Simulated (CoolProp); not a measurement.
Properties of cyclohexane along the isobar 4.71 MPa.

Model: reference Helmholtz-energy equation of state, Zhou 2014, in CoolProp.

| T (°C) | phase | Z | cp (kJ/(kg K)) | isothermal compressibility (1/MPa) | expansivity (1/kK) | fugacity coefficient |
|---|---|---|---|---|---|---|
| 135.95 | liquid | 0.1741 | 2.394 | 0.002945 | 1.603 | 0.09353 |
| 153.55 | liquid | 0.1719 | 2.492 | 0.003597 | 1.733 | 0.1299 |
| 171.15 | liquid | 0.1704 | 2.596 | 0.004486 | 1.901 | 0.1741 |
| 188.75 | liquid | 0.1699 | 2.708 | 0.005752 | 2.127 | 0.2261 |
| 206.25 | liquid | 0.1703 | 2.831 | 0.007656 | 2.442 | 0.2852 |
| 223.85 | liquid | 0.1721 | 2.973 | 0.01081 | 2.915 | 0.3513 |
| 241.45 | liquid | 0.1761 | 3.154 | 0.01670 | 3.696 | 0.4227 |
| 258.95 | liquid | 0.1838 | 3.427 | 0.03032 | 5.241 | 0.4974 |
| 276.55 | liquid | 0.2017 | 4.113 | 0.08490 | 10.23 | 0.5731 |
| 294.15 | supercritical | 0.3453 | 9.150 | 1.308 | 60.19 | 0.6411 |
| 311.75 | supercritical | 0.5337 | 3.972 | 0.5205 | 13.21 | 0.6834 |
| 329.25 | supercritical | 0.6165 | 3.431 | 0.3909 | 7.730 | 0.7154 |
| 346.85 | supercritical | 0.6723 | 3.262 | 0.3379 | 5.638 | 0.7423 |

The peak of cp marks the crossing from liquid-like to gas-like fluid above the critical point.
